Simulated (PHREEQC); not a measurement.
0.46 g of hydrous ferric oxide (600 m²/g; 0.2 weak and 0.005 strong sites per Fe, Dzombak-Morel constants, diffuse double layer) in 1 kg of water with 0.01 mol/kgw of an inert sodium salt and 0.012 mmol/kgw MgCl2, 0.35 mmol/kgw NiCl2 and 0.0047 mmol/kgw NaF, at 25 °C; the pH is set by adding NaOH or the inert anion's acid. O2 is buffered at 0.21 atm. CO2 from the air is kept out. Nothing may precipitate in this run.

Equilibrium calculation in PHREEQC: ion-association model, wateq4f.dat.

```tsv
pH	Mg sorbed (%)	Ni sorbed (%)	F sorbed (%)	surface charge σ (C/m²)	surface potential ψ (mV)
3	0.0	0.0	96.3	0.327	201
3.5	0.0	0.0	97.3	0.280	194
4	0.0	0.0	96.9	0.221	183
4.5	0.0	0.1	95.2	0.165	168
5	0.0	0.7	91.6	0.117	151
5.5	0.0	3.2	84.1	0.080	132
6	0.0	8.0	70.5	0.053	111
6.5	0.1	18.7	50.9	0.035	91
7	0.6	45.9	33.1	0.026	76
7.5	2.3	75.9	18.9	0.019	64
8	9.9	93.6	8.6	0.013	47
8.5	42.2	98.9	3.2	0.006	24
9	85.0	99.8	1.1	0.000	-1
9.5	97.9	100.0	0.4	-0.007	-28
10	99.7	100.0	0.1	-0.015	-54
10.5	100.0	100.0	0.0	-0.027	-78
11	100.0	99.9	0.0	-0.044	-100
```

Along this series the solution becomes supersaturated in solids that the run did not let form, among them Ni(OH)2. Complexes and solids missing from the database can't appear. The oxide is taken as insoluble; below pH 4 it would dissolve.
